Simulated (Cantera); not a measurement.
Input: 1 mol H2S, 0.065 mol H2, 3.5 mol O2, at 1527 °C and 2.20 bar.

Method: chemical equilibrium by Gibbs-energy minimisation in Cantera with the NASA 1993 tables (ideal gas, pure condensed phases). Candidate condensed phases: H2O, H2SO4, S; 19 gas species. The numbers say what is thermodynamically allowed, not how fast it happens.

Base state: O2 0.487, H2O 0.264, SO2 0.246, SO3 0.00267, OH 0.00113, O 5.72e-5, H2 1.37e-5 (mole fractions); condensed: gas only.

What changes in the equilibrium state with this change: temperature from 1527 °C to 2250 °C?


| species | before | after |
|---|---|---|
| O2 | 0.487 | 0.474 |
| H2O | 0.264 | 0.247 |
| SO2 | 0.246 | 0.243 |
| OH | 0.00113 | 0.0245 |
| H | 8.94e-7 | 0.000751 |
| SO | 4.70e-6 | 0.00151 |
